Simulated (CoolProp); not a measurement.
Properties of ethanol along the isotherm 436.1 K (Tc = 514.7 K, pc = 6.268 MPa, ω = 0.644).

Values from CoolProp's reference Helmholtz-energy equation of state, Schroeder 2014.

```json
[
 {"p (MPa)": "3.48", "phase": "liquid", "Z": "0.06960", "cp (kJ/(kg K))": "3.946", "cv (kJ/(kg K))": "2.929", "expansivity (1/kK)": "2.653", "viscosity (µPa s)": "151", "Prandtl number": "4.19"},
 {"p (MPa)": "6.96", "phase": "liquid", "Z": "0.1371", "cp (kJ/(kg K))": "3.868", "cv (kJ/(kg K))": "2.906", "expansivity (1/kK)": "2.390", "viscosity (µPa s)": "160", "Prandtl number": "4.28"},
 {"p (MPa)": "10.4", "phase": "liquid", "Z": "0.2022", "cp (kJ/(kg K))": "3.808", "cv (kJ/(kg K))": "2.887", "expansivity (1/kK)": "2.197", "viscosity (µPa s)": "168", "Prandtl number": "4.36"},
 {"p (MPa)": "13.9", "phase": "liquid", "Z": "0.2672", "cp (kJ/(kg K))": "3.758", "cv (kJ/(kg K))": "2.871", "expansivity (1/kK)": "2.043", "viscosity (µPa s)": "176", "Prandtl number": "4.44"},
 {"p (MPa)": "17.4", "phase": "liquid", "Z": "0.3310", "cp (kJ/(kg K))": "3.715", "cv (kJ/(kg K))": "2.858", "expansivity (1/kK)": "1.919", "viscosity (µPa s)": "183", "Prandtl number": "4.51"},
 {"p (MPa)": "20.9", "phase": "liquid", "Z": "0.3939", "cp (kJ/(kg K))": "3.678", "cv (kJ/(kg K))": "2.846", "expansivity (1/kK)": "1.815", "viscosity (µPa s)": "190", "Prandtl number": "4.57"},
 {"p (MPa)": "24.4", "phase": "liquid", "Z": "0.4560", "cp (kJ/(kg K))": "3.645", "cv (kJ/(kg K))": "2.836", "expansivity (1/kK)": "1.727", "viscosity (µPa s)": "197", "Prandtl number": "4.63"},
 {"p (MPa)": "27.9", "phase": "liquid", "Z": "0.5172", "cp (kJ/(kg K))": "3.616", "cv (kJ/(kg K))": "2.826", "expansivity (1/kK)": "1.650", "viscosity (µPa s)": "203", "Prandtl number": "4.69"},
 {"p (MPa)": "31.3", "phase": "liquid", "Z": "0.5761", "cp (kJ/(kg K))": "3.590", "cv (kJ/(kg K))": "2.818", "expansivity (1/kK)": "1.584", "viscosity (µPa s)": "209", "Prandtl number": "4.74"}
]
```

Viscosity comes from a separate model (Kiselev 2005). Thermal conductivity comes from a separate model (Assael 2013).
